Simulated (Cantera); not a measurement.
A Cantera script and what it prints.

```python
import numpy as np
import cantera as ct

gas_names = """
    AL ALCL ALCL2 ALCL3 ALH ALN AL2 AL2CL6 CL CL2 H HCL H2 N NH NH2 NH3 N2 N2H2 N2H4
""".split()
cond_names = """
    AL(cr) AL(L) ALCL3(s) ALCL3(L) ALN(s) NH4CL(a) NH4CL(b)
""".split()


# ... load() reads the species with a 1 bar reference pressure and builds the phases ...
atoms = {
    'AlN': {'AL': 1, 'N': 1},
    'HCl': {'H': 1, 'CL': 1},
    'N2': {'N': 2},
}
top_T = {'ALN(s)': 2750}  # K; cautious upper limits of use, not melting points


# ... equilibrate(T, P, feed) seeds the gas with the atoms and calls Mixture.equilibrate('TP', solver="vcs", rtol=1e-11, max_steps=5000) ...
results = []
feed = {'AlN': 1, 'HCl': 24, 'N2': 51}  # mol
T = 1148  # K
P = 1333.22  # Pa
mix = equilibrate(T, P, feed)
results.append((T, P, feed, dict(zip(mix.species_names, mix.species_moles))))
x = sorted(zip(gas.X, gas.species_names), reverse=True)
print(f"T = {T:g} K  P = {P:g} Pa  gas = {mix.phase_moles(0):.4g} mol")
print("   x: " + "  ".join(f"{s} {v:.3e}" for v, s in x if v > 0.0001))
print("   condensed (mol): " + ("  ".join(f"{mix.phase(i).name} {mix.phase_moles(i):.4g}"
      for i in range(1, mix.n_phases) if mix.phase_moles(i) > 1e-12) or "none"))
```

It prints:

```
T = 1148 K  P = 1333.22 Pa  gas = 75 mol
   x: N2 6.867e-01  HCL 2.800e-01  H2 2.000e-02  ALCL3 1.333e-02
   condensed (mol): none
```

Equilibrium computed with Cantera from the NASA thermochemical tables; the gas is ideal and each condensed phase is pure.
